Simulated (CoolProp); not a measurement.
n-octane along the isobar 85.7 bar: fugacity coefficient from the reference equation and from simpler models built on Tc = 568.7 K, pc = 24.84 bar, ω = 0.398; each cubic takes its own stable root.

Model: reference Helmholtz-energy equation of state, Beckmüller 2019, in CoolProp.

```json
[
 {"T (K)": "551.7", "phase": "liquid", "reference": "0.2282"},
 {"T (K)": "557.4", "phase": "liquid", "reference": "0.2413"},
 {"T (K)": "563.1", "phase": "liquid", "reference": "0.2547"},
 {"T (K)": "568.8", "phase": "supercritical", "reference": "0.2683"},
 {"T (K)": "574.5", "phase": "supercritical", "reference": "0.2821"},
 {"T (K)": "580.1", "phase": "supercritical", "reference": "0.2958"},
 {"T (K)": "585.8", "phase": "supercritical", "reference": "0.3100"},
 {"T (K)": "591.5", "phase": "supercritical", "reference": "0.3242"},
 {"T (K)": "597.2", "phase": "supercritical", "reference": "0.3386"},
 {"T (K)": "602.9", "phase": "supercritical", "reference": "0.3531"},
 {"T (K)": "608.6", "phase": "supercritical", "reference": "0.3676"},
 {"T (K)": "614.3", "phase": "supercritical", "reference": "0.3821"},
 {"T (K)": "620", "phase": "supercritical", "reference": "0.3966"}
]
```

**Question.** How far does each simpler model (van der Waals, Redlich-Kwong, Soave-Redlich-Kwong, Peng-Robinson) lie from the reference over these 13 states: mean and median of the absolute difference, and the worst?

**Answer.** 
- van der Waals: mean 20.4 %, median 19.0 %, worst +38.9 % at 551.7 K and 85.7 bar
- Redlich-Kwong: mean 7.5 %, median 7.0 %, worst +15.7 % at 551.7 K and 85.7 bar
- Soave-Redlich-Kwong: mean 10.9 %, median 10.9 %, worst +11.0 % at 557.4 K and 85.7 bar
- Peng-Robinson: mean 2.6 %, median 2.6 %, worst +2.6 % at 568.8 K and 85.7 bar
